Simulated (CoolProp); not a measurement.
Values from CoolProp's reference Helmholtz-energy equation of state, Zhou 2012.

### Question
Give the vapour pressure (MPa), vapour density (kg/m³), enthalpy of vaporisation (kJ/kg), liquid cp (kJ/(kg K)) of saturated o-xylene at 157.85, 177.25 °C.

### Answer
```
T (°C)  p (MPa)  vapour density (kg/m³)  enthalpy of vaporisation (kJ/kg)  liquid cp (kJ/(kg K))
------  -------  ----------------------  --------------------------------  ---------------------
157.85    0.143                    4.50                               334                   2.23
177.25    0.225                    6.93                               321                   2.30
```
